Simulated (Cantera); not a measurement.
Thermodynamics of hydrogen reduction and annealing atmospheres, feed Fe₃O₄ + H₂

Feed: 1 mol Fe₃O₄, 120 mol H₂, at 0.690 bar.

Cantera equilibrium calculation (NASA polynomials, part measured and part estimated; ideal gas, pure solids and liquids). Candidate condensed phases: Fe, FeO, Fe(OH)₂, Fe(OH)₃, Fe₂O₃, Fe₃O₄, H₂O; 12 gas species. Kinetics and transport are ignored.

```json
[
 {"T (°C)": "1625", "log p H₂": "-0.18", "log p H₂O": "-1.64", "log p H": "-3.20", "log p Fe": "-3.96", "log p OH": "-5.74", "log p FeO": "-7.24", "log p Fe(OH)₂": "-6.38", "log p O": "-8.89", "n Fe(l)": "2.98"},
 {"T (°C)": "1650", "log p H₂": "-0.18", "log p H₂O": "-1.64", "log p H": "-3.11", "log p Fe": "-3.83", "log p OH": "-5.64", "log p FeO": "-7.08", "log p Fe(OH)₂": "-6.33", "log p O": "-8.71", "n Fe(l)": "2.97"},
 {"T (°C)": "1675", "log p H₂": "-0.18", "log p H₂O": "-1.64", "log p H": "-3.04", "log p Fe": "-3.70", "log p OH": "-5.54", "log p FeO": "-6.92", "log p Fe(OH)₂": "-6.28", "log p O": "-8.53", "n Fe(l)": "2.97"},
 {"T (°C)": "1700", "log p H₂": "-0.18", "log p H₂O": "-1.64", "log p H": "-2.96", "log p Fe": "-3.57", "log p OH": "-5.44", "log p FeO": "-6.76", "log p Fe(OH)₂": "-6.23", "log p O": "-8.36", "n Fe(l)": "2.95"},
 {"T (°C)": "1725", "log p H₂": "-0.18", "log p H₂O": "-1.64", "log p H": "-2.88", "log p Fe": "-3.45", "log p OH": "-5.35", "log p FeO": "-6.61", "log p Fe(OH)₂": "-6.18", "log p O": "-8.19", "n Fe(l)": "2.94"},
 {"T (°C)": "1750", "log p H₂": "-0.18", "log p H₂O": "-1.64", "log p H": "-2.81", "log p Fe": "-3.33", "log p OH": "-5.25", "log p FeO": "-6.47", "log p Fe(OH)₂": "-6.13", "log p O": "-8.03", "n Fe(l)": "2.92"},
 {"T (°C)": "1775", "log p H₂": "-0.18", "log p H₂O": "-1.64", "log p H": "-2.74", "log p Fe": "-3.21", "log p OH": "-5.16", "log p FeO": "-6.32", "log p Fe(OH)₂": "-6.09", "log p O": "-7.87", "n Fe(l)": "2.89"},
 {"T (°C)": "1800", "log p H₂": "-0.18", "log p H₂O": "-1.64", "log p H": "-2.67", "log p Fe": "-3.10", "log p OH": "-5.07", "log p FeO": "-6.18", "log p Fe(OH)₂": "-6.04", "log p O": "-7.71", "n Fe(l)": "2.86"},
 {"T (°C)": "1825", "log p H₂": "-0.18", "log p H₂O": "-1.64", "log p H": "-2.60", "log p Fe": "-2.98", "log p OH": "-4.99", "log p FeO": "-6.05", "log p Fe(OH)₂": "-6.00", "log p O": "-7.56", "n Fe(l)": "2.82"},
 {"T (°C)": "1850", "log p H₂": "-0.18", "log p H₂O": "-1.64", "log p H": "-2.53", "log p Fe": "-2.88", "log p OH": "-4.90", "log p FeO": "-5.92", "log p Fe(OH)₂": "-5.96", "log p O": "-7.41", "n Fe(l)": "2.77"},
 {"T (°C)": "1875", "log p H₂": "-0.18", "log p H₂O": "-1.64", "log p H": "-2.47", "log p Fe": "-2.77", "log p OH": "-4.82", "log p FeO": "-5.79", "log p Fe(OH)₂": "-5.92", "log p O": "-7.26", "n Fe(l)": "2.70"}
]
```
log p: log10 of the partial pressure in bar; n: condensed amount in mol.

From 1625 °C to 1875 °C the condensed part is Fe(l). The main Fe-bearing gas is Fe throughout. The share of Fe in condensed phases is highest at 1625 °C (99.4 %) and lowest at 1875 °C (90.1 %).
